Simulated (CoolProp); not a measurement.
Vapour-liquid equilibrium of n-hexane (1) + ethylbenzene (2) at 362.8 K; x and y are mole fractions of (1).

Computed with CoolProp (multi-fluid Helmholtz-energy mixture model, Thol 2019 and Zhou 2012; pair parameters Bell 2016).

**Question.** Give the bubble pressure and the first vapour's composition at x = 0.35, 0.5, 0.725. Is there an azeotrope?

**Answer.** x = 0.35: 0.09035 MPa, y = 0.812; x = 0.5: 0.1132 MPa, y = 0.877; x = 0.725: 0.1456 MPa, y = 0.941. No azeotrope shows between x = 0.05 and 0.95.

Pair parameters are fitted to limited data, so mixtures are less certain than the pure fluids.
